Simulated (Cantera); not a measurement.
## Stirred combustor or abatement burner

A perfectly stirred reactor is fed with 8.34 % CH₄, 0.342 % C₂H₆, 2.75 % C₃H₈, 18.6 % O₂, 70.0 % N₂, equivalence ratio 1.7, at 548 Torr; it is adiabatic with a 550 K inlet, and is followed from long to short residence time, starting on the burning branch (τ in s: 0.32, 0.11, 0.037, 0.012, 0.0043, 0.0015, 0.0005, 0.00017, 5.8e-05).

Model: GRI-Mech 3.0 (53 species, 325 reactions), integrated in Cantera. GRI-Mech 3.0 was tuned for natural gas; its chemistry of propane as a main component is partial and can be far from experiment.

```
τ (s)    T (K)     x CH₄    x C₂H₆    x C₃H₈   x H₂O     x NO    x HCO   x CO₂
-------  -----  --------  --------  --------  ------  -------  -------  ------
0.32      1973  0.000658   1.10e-7   1.77e-7   0.140  7.08e-5  4.99e-8  0.0335
0.11      1974   0.00115   3.84e-7   4.80e-7   0.142  7.60e-5  9.49e-8  0.0340
0.037     1974   0.00170   1.16e-6   1.29e-6   0.144  7.26e-5  2.12e-7  0.0345
0.012     1970   0.00227   3.19e-6   3.49e-6   0.147  6.10e-5  5.33e-7  0.0347
0.0043    1958   0.00289   7.82e-6   8.70e-6   0.149  4.54e-5  1.29e-6  0.0343
0.0015    1928   0.00399   2.20e-5   2.39e-5   0.150  2.73e-5  3.22e-6  0.0325
0.00050   1796   0.00949  0.000178  0.000130   0.144  4.49e-6  8.48e-6  0.0249
0.00017    550    0.0834   0.00342    0.0275  <1e-12   <1e-12   <1e-12  <1e-12
5.8e-5     550    0.0834   0.00342    0.0275  <1e-12   <1e-12   <1e-12  <1e-12
```
x: mole fraction; the columns are a selection and need not sum to one.
